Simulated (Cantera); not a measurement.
Charge: 1 mol C3H8, a varied amount of H2O, held at 1900 K and 101000 Pa.

Cantera equilibrium calculation (NASA polynomials, part measured and part estimated; ideal gas, pure solids and liquids). Candidate condensed phases: C, C6H6, C7H8, C8H18, H2O; 110 gas species. The numbers say what is thermodynamically allowed, not how fast it happens.

Problem. What share of the C ends up in condensed phases as a function of n(H2O) (mol), at 0.042, 0.06, 0.085, 0.12, 0.17, 0.25, 0.35, 0.5, 0.72, 1, 1.5, 2.1, 3?

Solution. 
```csv
n(H2O) (mol),C condensed (%),as
0.042,98.4,C(graphite)
0.06,97.8,C(graphite)
0.085,97.0,C(graphite)
0.12,95.8,C(graphite)
0.17,94.1,C(graphite)
0.25,91.5,C(graphite)
0.35,88.1,C(graphite)
0.5,83.1,C(graphite)
0.72,75.8,C(graphite)
1,66.5,C(graphite)
1.5,49.8,C(graphite)
2.1,29.8,C(graphite)
3,0.0,-
```
